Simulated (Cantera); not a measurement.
A freely propagating, adiabatic, planar premixed flame of CH4 : C2H6 : O2 : N2 = 1 : 1.2 : 4.43 : 14.2 (molar parts), equivalence ratio 1.4, unburnt at 475 K and 3750 Torr; mixture-averaged transport, grid criteria slope 0.08 and curve 0.16, no radiation.

Cantera simulation using GRI-Mech 3.0 (53 species, 325 reactions); the numbers are that mechanism's predictions, not measurements. Burning velocities carry a grid error of a few per cent, more on coarse grids.

Q: Predict: laminar burning velocity; thermal thickness; peak x(CH2O); peak x(OH); peak x(H2).

A: 
```
Item                         Result
------------------------  ---------
laminar burning velocity  47.3 cm/s
thermal thickness          0.111 mm
peak x(CH2O)                0.00227
peak x(OH)                  0.00171
peak x(H2)                   0.0607
```
